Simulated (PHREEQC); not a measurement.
Model water analysis in mg/L, 6.3 °C, pH 6.09, pe 10.5: Na 0.0122; K 0.00333; Ca 0.0358; Mg 0.0118; Cl 0.0467; S(6) as SO4 0.036; Alkalinity as HCO3 0.0749; Sr 2.99e-05; Pb 0.00152; O(0) (dissolved oxygen) 0.00252.

Valence states are taken as typed.

All values are PHREEQC results (ion-association model, phreeqc.dat), not measurements.

```json
[
 {"quantity": "ionic strength (mol/kgw)", "before": "5.92e-6", "after": "6.53e-6"},
 {"quantity": "CO2 (mol/kgw)", "before": "5.25e-6", "after": "8.41e-6"},
 {"quantity": "HCO3- (mol/kgw)", "before": "2.04e-6", "after": "3.27e-6"},
 {"quantity": "PbOH+ (mol/kgw)", "before": "1.70e-10", "after": "1.70e-10"},
 {"quantity": "CO3-2 (mol/kgw)", "before": "7.36e-11", "after": "1.18e-10"},
 {"quantity": "CaSO4 (mol/kgw)", "before": "5.01e-11", "after": "5.01e-11"},
 {"quantity": "SI of Pb(OH)2 (Pb(OH)2)", "before": "-4.81", "after": "-4.81"},
 {"quantity": "SI of Cerussite (PbCO3)", "before": "-4.92", "after": "-4.72"}
]
```

Problem. Name the change that produced these shifts.
(A) Cl from 0.0467 to 0.0233 mg/L
(B) all concentrations times 3 at the same typed pH
(C) pH from 6.09 to 5.79 at the same alkalinity
(D) Alkalinity from 0.0749 to 0.15 mg/L

Solution. D, Alkalinity from 0.0749 to 0.15 mg/L

No solid was allowed to form. At this temperature some constants are extrapolated from 25 °C, and those without enthalpy data are left unchanged.
